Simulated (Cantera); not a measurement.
An adiabatic, constant-volume homogeneous reactor starts with CH₄ : O₂ : N₂ = 1 : 1.11 : 4.18 (molar parts), at 1073 K and 10.0 bar. Integrator tolerance rtol = 1e-08.

Detailed kinetics in Cantera: GRI-Mech 3.0 (53 species, 325 reactions).

| quantity | before | after |
|---|---|---|
| time of steepest temperature rise | 33.6 ms | 0.813 ms |
| temperature at 8.00 s | 2635 K | 2861 K |
| equilibrium temperature | 2635 K | 2861 K |
| x(CH₄) at 8.00 s | 2.55e-9 (gas-phase equilibrium 2.84e-9) | 8.28e-10 (gas-phase equilibrium 9.28e-10) |
| x(O₂) at 8.00 s | 5.85e-6 (gas-phase equilibrium 5.85e-6) | 4.33e-5 (gas-phase equilibrium 4.33e-5) |
| x(NO) at 8.00 s | 0.000131 (gas-phase equilibrium 0.000131) | 0.000494 (gas-phase equilibrium 0.000494) |
| x(HCN) at 8.00 s | 1.63e-6 (gas-phase equilibrium 1.63e-6) | 1.36e-6 (gas-phase equilibrium 1.36e-6) |
| x(H) at 8.00 s | 0.00301 (gas-phase equilibrium 0.00301) | 0.00739 (gas-phase equilibrium 0.00739) |

What was changed between the two runs?
A. pressure from 10.0 bar to 13.0 bar
B. initial temperature 1073 to 1000 K
C. initial temperature 1073 to 1375 K
D. constant pressure in place of constant volume

C, initial temperature 1073 to 1375 K
